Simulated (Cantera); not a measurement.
# Pyrogenic steam for wet oxidation

An isothermal, constant-pressure homogeneous reactor starts with 12.5 % H₂, 33.7 % O₂, 53.9 % N₂, at 1275 K and 0.240 bar.

Model: GRI-Mech 3.0 (53 species, 325 reactions), integrated in Cantera. The temperature is held fixed by assumption; the heat of reaction is taken as removed at once.

| t (s) | x H₂ | x O₂ | x HO₂ | x H₂O₂ | x NO | x H₂O |
|---|---|---|---|---|---|---|
| 2.00e-6 | 0.125 | 0.337 | 5.30e-9 | 1.78e-12 | <1e-12 | 3.98e-10 |
| 1.62e-5 | 0.125 | 0.337 | 4.65e-8 | 1.20e-10 | <1e-12 | 1.46e-7 |
| 0.000131 | 0.0102 | 0.276 | 4.18e-5 | 2.68e-6 | 1.48e-6 | 0.0960 |
| 0.00106 | 0.000216 | 0.292 | 1.35e-5 | 9.77e-7 | 4.39e-6 | 0.132 |
| 0.00861 | 3.86e-6 | 0.293 | 5.74e-7 | 9.42e-8 | 4.37e-6 | 0.133 |
| 0.0697 | 2.36e-7 | 0.293 | 5.32e-8 | 1.08e-8 | 4.39e-6 | 0.133 |
| 0.565 | 3.46e-8 | 0.293 | 2.93e-8 | 1.94e-9 | 4.38e-6 | 0.133 |
| 4.57 | 2.79e-8 | 0.293 | 3.04e-8 | 1.59e-9 | 4.38e-6 | 0.133 |
| 37.0 | 2.79e-8 | 0.293 | 3.04e-8 | 1.59e-9 | 4.38e-6 | 0.133 |
| 300 | 2.79e-8 | 0.293 | 3.04e-8 | 1.59e-9 | 4.38e-6 | 0.133 |
x: mole fraction; the columns are a selection and need not sum to one.

Equilibrium at this temperature and pressure: H₂ 2.79e-8, O₂ 0.292, HO₂ 3.04e-8, H₂O₂ 1.59e-9, NO 0.000340, H₂O 0.133 (gas phase only).
